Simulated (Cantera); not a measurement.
Equilibrium for silicon oxide and oxynitride deposition: TEOS + O3 + N2

A closed system holds: 1 mol TEOS, 0.91 mol O3, 1.3 mol N2, at 13.0 mbar.

These are equilibrium values from Cantera (NASA tables, ideal gas, pure condensed phases), not measurements of a reactor. Candidate condensed phases: C, C6H6, C7H8, C8H18, H2O, Si, SiC, SiO2, Si2N2O, Si3N4; 151 gas species. The feed counts by its element totals alone. The numbers say what is thermodynamically allowed, not how fast it happens.

| T (K) | log p H2 | log p H2O | log p CO | log p CH4 | log p N2 | log p CO2 | log p NH3 | log p HCN | n C(graphite) | n SiO2(α-quartz) | n SiO2(β-quartz) |
|---|---|---|---|---|---|---|---|---|---|---|---|
| 573 | -2.45 | -2.36 | -4.77 | -2.60 | -2.77 | -3.06 | -6.24 | -13.11 | 5.35 | 1.00 | 0 |
| 623 | -2.26 | -2.47 | -4.09 | -2.82 | -2.81 | -2.97 | -6.35 | -12.05 | 5.74 | 1.00 | 0 |
| 673 | -2.16 | -2.63 | -3.51 | -3.13 | -2.85 | -2.91 | -6.53 | -11.18 | 5.88 | 1.00 | 0 |
| 723 | -2.10 | -2.85 | -3.06 | -3.48 | -2.89 | -2.92 | -6.75 | -10.46 | 5.57 | 1.00 | 0 |
| 773 | -2.09 | -3.13 | -2.73 | -3.85 | -2.92 | -3.06 | -6.99 | -9.84 | 4.86 | 1.00 | 0 |
| 823 | -2.09 | -3.50 | -2.53 | -4.21 | -2.95 | -3.39 | -7.23 | -9.30 | 4.04 | 1.00 | 0 |
| 873 | -2.09 | -3.92 | -2.45 | -4.53 | -2.97 | -3.85 | -7.44 | -8.83 | 3.55 | 0 | 1.00 |
| 923 | -2.09 | -4.33 | -2.43 | -4.82 | -2.97 | -4.36 | -7.62 | -8.40 | 3.36 | 0 | 1.00 |
| 973 | -2.09 | -4.72 | -2.42 | -5.07 | -2.98 | -4.84 | -7.78 | -8.01 | 3.30 | 0 | 1.00 |
| 1023 | -2.09 | -5.07 | -2.42 | -5.31 | -2.98 | -5.28 | -7.93 | -7.66 | 3.28 | 0 | 1.00 |
| 1073 | -2.09 | -5.39 | -2.42 | -5.52 | -2.98 | -5.68 | -8.06 | -7.35 | 3.27 | 0 | 1.00 |
| 1123 | -2.09 | -5.69 | -2.42 | -5.71 | -2.98 | -6.05 | -8.18 | -7.06 | 3.27 | 0 | 1.00 |
log p: log10 of the partial pressure in bar; n: condensed amount in mol.

From 573 K to 823 K the condensed part is C(graphite) + SiO2(α-quartz). From 873 K to 1123 K the condensed part is C(graphite) + SiO2(β-quartz).
